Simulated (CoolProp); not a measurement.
Vapour pressure (MPa) of chlorine: the reference equation beside estimates from Tc = 416.9 K, pc = 7.642 MPa, ω = 0.070.

Values from CoolProp's reference Helmholtz-energy equation of state, Thol 2021.

```
T (K)  reference  Soave-Redlich-Kwong  Peng-Robinson
-----  ---------  -------------------  -------------
300.9     0.8352               0.8337         0.8327
315        1.194                1.190          1.184
329        1.648                1.642          1.630
343.1      2.220                  ___          2.193
357.1      2.912                2.905          2.880
371.2      3.750                  ___          3.717
385.2      4.735                4.740          4.709
399.3        ___                5.914          5.890
```

Task: Fill in the missing entries.

Result: 
- 343.1, Soave-Redlich-Kwong: 2.212
- 371.2, Soave-Redlich-Kwong: 3.747
- 399.3, reference: 5.900

Absolute difference from the reference over all 8 rows, mean and median: Soave-Redlich-Kwong 0.2 and 0.2 %, Peng-Robinson 0.8 and 0.9 %.
